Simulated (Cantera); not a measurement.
A closed system holds: 1 mol Si2H6, 460 mol H2, 0.32 mol Cl2, at 0.0130 bar.

Method: chemical equilibrium by Gibbs-energy minimisation in Cantera with the NASA 1993 tables (ideal gas, pure condensed phases). Candidate condensed phases: Si; 19 gas species. The feed counts by its element totals alone. Gases not in the tables: Si2H6 and higher silanes. Kinetics and transport are ignored.

Q: Which condensed phases are stable at each of these points (T (°C)): 1177, 1202, 1227, 1252, 1277, 1302, 1327, 1352, 1377, 1402, 1427, 1452?

A: 
```json
[
 {"T (°C)": "1177", "condensed phases": "Si(s)", "Si condensed (%)": "99.8"},
 {"T (°C)": "1202", "condensed phases": "Si(s)", "Si condensed (%)": "99.8"},
 {"T (°C)": "1227", "condensed phases": "Si(s)", "Si condensed (%)": "99.8"},
 {"T (°C)": "1252", "condensed phases": "Si(s)", "Si condensed (%)": "99.8"},
 {"T (°C)": "1277", "condensed phases": "Si(s)", "Si condensed (%)": "99.7"},
 {"T (°C)": "1302", "condensed phases": "Si(s)", "Si condensed (%)": "99.6"},
 {"T (°C)": "1327", "condensed phases": "Si(s)", "Si condensed (%)": "99.5"},
 {"T (°C)": "1352", "condensed phases": "Si(s)", "Si condensed (%)": "99.3"},
 {"T (°C)": "1377", "condensed phases": "Si(s)", "Si condensed (%)": "99.0"},
 {"T (°C)": "1402", "condensed phases": "Si(s)", "Si condensed (%)": "98.6"},
 {"T (°C)": "1427", "condensed phases": "Si(l)", "Si condensed (%)": "98.0"},
 {"T (°C)": "1452", "condensed phases": "Si(l)", "Si condensed (%)": "97.3"}
]
```

From 1177 °C to 1402 °C the condensed part is Si(s). From 1427 °C to 1452 °C the condensed part is Si(l).
